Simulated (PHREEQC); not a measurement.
A solution holds 0.016 mol/kgw NH4HF2, at 25 °C. Closed to the air; pH follows from the charge balance.

Computed with PHREEQC (ion-association model, wateq4f.dat).

No solid was allowed to form.

### Question
Order these F species by the share of F that they hold, largest first: H2F2, HF, HF2-, F-.

### Answer
F- (50 %), HF (42 %), HF2- (5.2 %), H2F2 (3.0 %)

The pH is 3.19 and the ionic strength 0.0167 mol/kgw.
